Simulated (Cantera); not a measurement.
**Equilibrium for oxide etching and cleaning by halides: SiO₂ + SiCl₄ + H₂**

Input: 1 mol SiO₂, 0.81 mol SiCl₄, 0.28 mol H₂, held at 875 K and 1330 Pa.

Cantera equilibrium calculation (NASA polynomials, part measured and part estimated; ideal gas, pure solids and liquids). Candidate condensed phases: H₂O, Si, SiO₂; 30 gas species. The tables' values for SiCl₃ are old estimates; treat these amounts as uncertain. Equilibrium is a limit: real reactors are often held back by kinetics, nucleation or transport.

```yaml
x(SiCl₄): 0.723
x(H₂): 0.237
x(HCl): 0.0200
x(SiHCl₃): 0.0188
x(SiCl₃): 0.000924
x(SiCl₂): 6.82e-5
x(SiH₂Cl₂): 4.47e-5
n(SiO₂(β-quartz)): 1.00 mol
gas_amount: 1.091 mol
log10 activity of Si(s) (absent): -1.50
```
